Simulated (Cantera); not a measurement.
What does this Cantera script print?

```python
import numpy as np
import cantera as ct

gas = ct.Solution("gri30.yaml")
gas.TPX = 1750, 49, {'C3H8': 1, 'H2': 2, 'H2O': 0.22}
inlet = ct.Reservoir(gas, clone=True)

reactor = ct.IdealGasConstPressureReactor(gas, energy="off", clone=False)
exhaust = ct.Reservoir(gas, clone=True)
tau = [10, 4, 1.6, 0.64, 0.26, 0.1, 0.041, 0.016, 0.0065][0]
for a, b in ((inlet, reactor), (reactor, exhaust)):
    ct.MassFlowController(a, b, mdot=lambda t: reactor.mass / tau)
net = ct.ReactorNet([reactor])
show = ['C3H8', 'H2', 'C2H4', 'H', 'C2H2']

rows = []
print(f"{'tau/s':>10s}{'T/K':>9s}" + "".join(f"{s:>11s}" for s in show))
for tau in [10, 4, 1.6, 0.64, 0.26, 0.1, 0.041, 0.016, 0.0065]:
    net.initial_time = 0.0
    net.advance(30 * tau)
    before = gas.X
    net.advance(40 * tau)
    drift = np.max(np.abs(gas.X - before) / (gas.X + 1e-9))
    rows.append([gas.T, *gas[show].X, drift])
    print(f"{tau:10.3e}{gas.T:9.1f}" + "".join(f"{x:11.3e}" for x in gas[show].X))
```

Output:

```
     tau/s      T/K       C3H8         H2       C2H4          H       C2H2
 1.000e+01   1750.0  2.562e-05  7.076e-01  5.814e-04  3.510e-03  2.227e-01
 4.000e+00   1750.0  6.289e-05  6.925e-01  1.319e-03  3.699e-03  2.220e-01
 1.600e+00   1750.0  1.535e-04  6.747e-01  2.928e-03  3.957e-03  2.178e-01
 6.400e-01   1750.0  3.744e-04  6.529e-01  6.339e-03  4.266e-03  2.094e-01
 2.600e-01   1750.0  9.008e-04  6.272e-01  1.313e-02  4.608e-03  1.960e-01
 1.000e-01   1750.0  2.295e-03  5.959e-01  2.709e-02  4.992e-03  1.741e-01
 4.100e-02   1750.0  5.514e-03  5.651e-01  4.959e-02  5.331e-03  1.442e-01
 1.600e-02   1750.0  1.400e-02  5.350e-01  8.329e-02  5.542e-03  1.016e-01
 6.500e-03   1750.0  3.447e-02  5.167e-01  1.139e-01  5.285e-03  5.496e-02
```

Computed with Cantera and GRI-Mech 3.0 (53 species, 325 reactions). GRI-Mech 3.0 was tuned for natural gas; its chemistry of propane as a main component is partial and can be far from experiment. GRI-Mech 3.0 stops at C3 and has no aromatics, soot or wall deposition, so with more carbon than oxygen in the feed, carbon stays in small species such as C2H2 where larger ones or solid carbon would form. Radical loss at walls, strong at low pressure, is not modelled.
